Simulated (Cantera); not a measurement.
Mixture: CH4 : O2 : N2 = 1 : 3.64 : 17.5 (molar parts), at 1.18 atm, adiabatic and at constant pressure. Ignition delay is the time to a rise of 400 K.

Cantera simulation using GRI-Mech 3.0 (53 species, 325 reactions); the numbers are that mechanism's predictions, not measurements.

Task: Predict: delay at 1198 K; delay at 1298 K; delay at 1398 K; delay at 1498 K; delay at 1598 K; delay at 1698 K; delay at 1798 K; apparent activation energy between 1598 and 1798 K.

Result: 
```json
{
  "delay at 1198 K": "36.9 ms",
  "delay at 1298 K": "9.58 ms",
  "delay at 1398 K": "2.89 ms",
  "delay at 1498 K": "1.02 ms",
  "delay at 1598 K": "0.425 ms",
  "delay at 1698 K": "0.204 ms",
  "delay at 1798 K": "0.109 ms",
  "apparent activation energy between 1598 and 1798 K": "160 kJ/mol"
}
```
